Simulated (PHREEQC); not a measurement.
A PHREEQC speciation (ion-association model, phreeqc.dat) at 25 °C gives pH 2.58 and these molalities:

| species | mol/kgw |
|---|---|
| SO4-2 | 0.00371 |
| H+ | 0.00294 |
| Cu+2 | 0.00254 |
| CuSO4 | 0.000759 |
| HSO4- | 0.000672 |
| FeSO4+ | 4.77e-5 |
| FeOH+2 | 6.53e-6 |
| Fe+3 | 4.26e-6 |
| Fe(SO4)2- | 2.42e-6 |
| Fe(OH)2+ | 5.73e-7 |
| FeHSO4+2 | 4.87e-7 |
| CuOH+ | 6.88e-9 |

What are the element totals, and what could have been dissolved in 1 kg of water to give them?

One answer among several that fit: totals Cu(2) 0.00330, Fe(3) 6.20e-5, S(6) 0.00519 mol/kgw, from 0.0018 mol H2SO4, 0.0033 mol CuSO4 and 3.1e-05 mol Fe2(SO4)3 per kg of water.

Precipitation was switched off in this run. The solution is supersaturated, for example in Hematite (slow to form), Goethite (slow to form), so a real one may precipitate; this is no full list.
